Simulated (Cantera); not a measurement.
Input: 1 mol Pb, 0.93 mol CO, 0.2 mol H₂, equilibrated at 773.15 K and 100 Torr.

Equilibrium computed with Cantera from the NASA thermochemical tables; the gas is ideal and each condensed phase is pure. Candidate condensed phases: C, C₆H₆, C₇H₈, C₈H₁₈, H₂O, Pb, PbO, PbO₂, Pb₃O₄; 113 gas species. Equilibrium is a limit: real reactors are often held back by kinetics, nucleation or transport.

Base state: CO₂ 0.571, H₂ 0.157, CO 0.133, H₂O 0.132, CH₄ 0.00693 (mole fractions); condensed: C(graphite) + Pb(l).

### Question
What changes in the equilibrium state with this change: Pb replaced by PbO?

### Answer
```json
[
 {"species": "CO₂", "before": "0.571", "after": "0.761"},
 {"species": "H₂O", "before": "0.132", "after": "0.125"},
 {"species": "CO", "before": "0.133", "after": "0.0623"},
 {"species": "H₂", "before": "0.157", "after": "0.0522"},
 {"species": "CH₄", "before": "0.00693", "after": "0.000127"},
 {"species": "C(graphite), mol", "before": "0.460", "after": "0"},
 {"species": "Pb(l), mol", "before": "1.00", "after": "1.00"}
]
```
